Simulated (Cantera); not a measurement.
Feed: 1 mol n-butane, 0.12 mol NH3, 3.9 mol H2, 1.2 mol CO2, equilibrated at 2273 K and 0.0860 bar.

Equilibrium computed with Cantera from the NASA thermochemical tables; the gas is ideal and each condensed phase is pure. Candidate condensed phases: C, C6H6, C7H8, C8H18, H2O; 136 gas species. Rates play no part.

Base state: H2 0.760, CO 0.205, H 0.0250, N2 0.00400, C2H2 (acetylene) 0.00287, HCN 0.00209, HNC 0.000183, CH4 1.12e-5 (mole fractions); condensed: C(graphite).

What changes in the equilibrium state with this change: pressure from 0.0860 bar to 5.80 bar?


| species | before | after |
|---|---|---|
| H2 | 0.760 | 0.779 |
| CO | 0.205 | 0.208 |
| N2 | 0.00400 | 0.00404 |
| H | 0.0250 | 0.00308 |
| C2H4 | 3.31e-7 | 2.34e-5 |
| CH4 | 1.12e-5 | 0.000795 |
| H2O | 6.09e-7 | 4.25e-5 |
| CH3 | 6.97e-6 | 5.93e-5 |
| C2H2 (acetylene) | 0.00287 | 0.00294 |
| C(graphite), mol | 2.71 | 2.70 |
